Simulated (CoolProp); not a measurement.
Toluene along the isotherm 87.35 °C: Z from the reference equation and from simpler models built on Tc = 318.6 °C, pc = 41.26 bar, ω = 0.266; each cubic takes its own stable root.

Computed with CoolProp (reference Helmholtz-energy equation of state, Lemmon 2006). It is a short technical equation, of lower accuracy than the large ones.

```
p (bar)   phase  reference
-------  ------  ---------
1.38     liquid   0.005285
2.75     liquid    0.01053
4.13     liquid    0.01581
5.5      liquid    0.02105
6.88     liquid    0.02633
8.25     liquid    0.03156
9.63     liquid    0.03684
11       liquid    0.04207
12.4     liquid    0.04741
13.8     liquid    0.05275
15.1     liquid    0.05771
16.5     liquid    0.06305
17.9     liquid    0.06839
19.3     liquid    0.07372
20.6     liquid    0.07867
```

**Question.** How far does each simpler model (van der Waals, Redlich-Kwong, Soave-Redlich-Kwong, Peng-Robinson) lie from the reference over these 15 states: mean and median of the absolute difference, and the worst?

**Answer.** 
- van der Waals: mean 1858.5 %, median 69.0 %, worst +18214.1 % at 87.35 °C and 1.38 bar
- Redlich-Kwong: mean 15.1 %, median 15.1 %, worst +15.3 % at 87.35 °C and 1.38 bar
- Soave-Redlich-Kwong: mean 11.5 %, median 11.5 %, worst +11.6 % at 87.35 °C and 1.38 bar
- Peng-Robinson: mean 1.2 %, median 1.2 %, worst -1.2 % at 87.35 °C and 20.6 bar

At some of these states van der Waals gives the other phase, because its saturation line lies elsewhere.
